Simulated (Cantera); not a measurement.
**Pyrogenic steam for wet oxidation**

An isothermal, constant-pressure homogeneous reactor starts with H₂ : O₂ : N₂ = 0.57 : 1 : 1.2 (molar parts), at 1025 K and 0.210 bar.

Cantera simulation using the H2/O2 subset of GRI-Mech 3.0, which has no nitrogen chemistry; the numbers are that mechanism's predictions, not measurements. The temperature is held fixed by assumption; the heat of reaction is taken as removed at once.

| t (s) | x H₂ | x O₂ | x H₂O | x HO₂ | x H |
|---|---|---|---|---|---|
| 6.00e-6 | 0.206 | 0.361 | 1.52e-11 | 1.37e-10 | 1.28e-10 |
| 2.69e-5 | 0.206 | 0.361 | 7.08e-10 | 7.05e-10 | 9.46e-10 |
| 0.000121 | 0.206 | 0.361 | 3.11e-7 | 4.37e-8 | 2.10e-7 |
| 0.000543 | 0.0138 | 0.290 | 0.210 | 9.64e-5 | 0.00336 |
| 0.00244 | 0.00148 | 0.288 | 0.228 | 2.96e-5 | 1.25e-5 |
| 0.0110 | 0.000235 | 0.288 | 0.229 | 7.26e-6 | 5.80e-7 |
| 0.0492 | 1.25e-5 | 0.288 | 0.229 | 5.26e-7 | 1.24e-8 |
| 0.221 | 1.29e-7 | 0.288 | 0.229 | 2.05e-8 | 1.50e-10 |
| 0.992 | 2.90e-9 | 0.288 | 0.229 | 3.31e-9 | 8.73e-12 |
| 4.45 | 5.62e-10 | 0.288 | 0.229 | 1.38e-9 | <1e-12 |
| 20.0 | 1.93e-10 | 0.288 | 0.229 | 1.60e-9 | <1e-12 |
x: mole fraction; the columns are a selection and need not sum to one.

Equilibrium at this temperature and pressure: H₂ 1.70e-10, O₂ 0.288, H₂O 0.229, HO₂ 1.79e-9, H <1e-12 (gas phase only).
